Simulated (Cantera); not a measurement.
Input (Python, Cantera):

```python
import numpy as np
import cantera as ct

gas = ct.Solution("gri30.yaml")
gas.TPX = 1300, 43000, {'N2O': 1}
inlet = ct.Reservoir(gas, clone=True)

reactor = ct.IdealGasConstPressureReactor(gas, energy="off", clone=False)
exhaust = ct.Reservoir(gas, clone=True)
tau = [0.58, 0.27, 0.12, 0.057, 0.026, 0.012, 0.0056, 0.0026, 0.0012, 0.00055][0]
for a, b in ((inlet, reactor), (reactor, exhaust)):
    ct.MassFlowController(a, b, mdot=lambda t: reactor.mass / tau)
net = ct.ReactorNet([reactor])
show = ['N2O', 'NO', 'O2', 'N2', 'O', 'NO2']

rows = []
print(f"{'tau/s':>10s}{'T/K':>9s}" + "".join(f"{s:>11s}" for s in show))
for tau in [0.58, 0.27, 0.12, 0.057, 0.026, 0.012, 0.0056, 0.0026, 0.0012, 0.00055]:
    net.initial_time = 0.0
    net.advance(30 * tau)
    before = gas.X
    net.advance(40 * tau)
    drift = np.max(np.abs(gas.X - before) / (gas.X + 1e-9))
    rows.append([gas.T, *gas[show].X, drift])
    print(f"{tau:10.3e}{gas.T:9.1f}" + "".join(f"{x:11.3e}" for x in gas[show].X))
```

It prints:

```
     tau/s      T/K        N2O         NO         O2         N2          O        NO2
 5.800e-01   1300.0  4.527e-01  5.025e-02  1.571e-01  3.397e-01  6.492e-06  2.012e-04
 2.700e-01   1300.0  6.324e-01  3.498e-02  1.049e-01  2.275e-01  6.947e-06  1.367e-04
 1.200e-01   1300.0  7.916e-01  2.022e-02  5.927e-02  1.288e-01  7.218e-06  7.586e-05
 5.700e-02   1300.0  8.880e-01  1.097e-02  3.180e-02  6.916e-02  7.344e-06  3.839e-05
 2.600e-02   1300.0  9.454e-01  5.373e-03  1.550e-02  3.371e-02  7.407e-06  1.642e-05
 1.200e-02   1300.0  9.740e-01  2.566e-03  7.379e-03  1.606e-02  7.433e-06  6.171e-06
 5.600e-03   1300.0  9.877e-01  1.216e-03  3.491e-03  7.601e-03  7.438e-06  2.015e-06
 2.600e-03   1300.0  9.942e-01  5.679e-04  1.629e-03  3.550e-03  7.428e-06  5.620e-07
 1.200e-03   1300.0  9.973e-01  2.619e-04  7.510e-04  1.641e-03  7.397e-06  1.377e-07
 5.500e-04   1300.0  9.988e-01  1.191e-04  3.414e-04  7.497e-04  7.326e-06  3.063e-08
```

Detailed kinetics in Cantera: GRI-Mech 3.0 (53 species, 325 reactions). GRI-Mech 3.0 was tuned for natural gas; its chemistry of N2O as a main component is partial and can be far from experiment. The mechanism lacks the step 2 NO + O2 → 2 NO2, which can matter for NO2 below about 1400 K. The temperature is held fixed by assumption; the heat of reaction is taken as removed at once.
